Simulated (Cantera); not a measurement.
**Moist CO burnout**

An isothermal, constant-pressure homogeneous reactor starts with CO : O2 : H2O : N2 = 0.019 : 0.016 : 0.0053 : 1 (molar parts), equivalence ratio 0.59, at 950 K and 0.220 bar.

Model: GRI-Mech 3.0 (53 species, 325 reactions), integrated in Cantera.

| t (s) | x CO | x O2 | x H2O | x OH | x NO |
|---|---|---|---|---|---|
| 2.00e-6 | 0.0183 | 0.0154 | 0.00509 | <1e-12 | <1e-12 |
| 7.29e-6 | 0.0183 | 0.0154 | 0.00509 | <1e-12 | <1e-12 |
| 2.65e-5 | 0.0183 | 0.0154 | 0.00509 | <1e-12 | <1e-12 |
| 9.67e-5 | 0.0183 | 0.0154 | 0.00509 | <1e-12 | <1e-12 |
| 0.000352 | 0.0183 | 0.0154 | 0.00509 | <1e-12 | <1e-12 |
| 0.00128 | 0.0183 | 0.0154 | 0.00509 | <1e-12 | <1e-12 |
| 0.00468 | 0.0183 | 0.0154 | 0.00509 | 1.03e-12 | <1e-12 |
| 0.0170 | 0.0183 | 0.0154 | 0.00509 | 7.38e-12 | <1e-12 |
| 0.0620 | 0.0183 | 0.0154 | 0.00509 | 3.13e-10 | <1e-12 |
| 0.226 | 0.0133 | 0.0129 | 0.00498 | 1.04e-5 | 2.16e-8 |
| 0.823 | 0.00123 | 0.00692 | 0.00511 | 4.31e-6 | 7.12e-8 |
| 3.00 | 8.56e-5 | 0.00635 | 0.00514 | 1.22e-6 | 7.04e-8 |
x: mole fraction; the columns are a selection and need not sum to one.

Equilibrium at this temperature and pressure: CO 5.07e-12, O2 0.00630, H2O 0.00514, OH 5.68e-9, NO 3.39e-6 (gas phase only).
